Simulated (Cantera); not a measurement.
Charge: 1 mol toluene, 3.1 mol CO2, 22 mol H2, held at 13.3 mbar.

Method: chemical equilibrium by Gibbs-energy minimisation in Cantera with the NASA 1993 tables (ideal gas, pure condensed phases). Candidate condensed phases: C, C6H6, C7H8, C8H18, H2O; 110 gas species. Kinetics and transport are ignored.

**Question.** Which condensed phases are stable at each of these points (T (K)): 2450, 2525, 2600, 2675, 2750, 2825, 2900, 2975?

**Answer.** 
| T (K) | condensed phases | C condensed (%) |
|---|---|---|
| 2450 | C(graphite) | 34.5 |
| 2525 | C(graphite) | 33.1 |
| 2600 | C(graphite) | 31.3 |
| 2675 | C(graphite) | 29.0 |
| 2750 | C(graphite) | 25.8 |
| 2825 | C(graphite) | 20.6 |
| 2900 | C(graphite) | 10.9 |
| 2975 | gas only | 0.0 |

From 2450 K to 2900 K the condensed part is C(graphite). At 2975 K nothing is condensed.
